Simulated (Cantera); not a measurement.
Input: 1 mol Al(CH3)3, 2.7 mol N2O, 630 mol N2, held at 400 °C and 1330 Pa.

Equilibrium computed with Cantera from the NASA thermochemical tables; the gas is ideal and each condensed phase is pure. The feed counts by its element totals alone. Kinetics and transport are ignored.

```csv
species,before,after
N2,0.991,0.964
O2,<1e-9,0.0256
H2O,0.000122,0.00640
H2,0.00691,<1e-9
CO,0.00123,<1e-9
CO2,0.000265,0.00426
"Al2O3(s), mol",0.500,0.500
"C(graphite), mol",2.04,0
```
Gas species are given as mole fractions.

**Question.** Which change was made?
A. temperature from 400 °C to 1950 °C
B. temperature from 400 °C to 1750 °C
C. N2O from 2.7 to 48 mol
D. temperature from 400 °C to 1650 °C

**Answer.** C, N2O from 2.7 to 48 mol
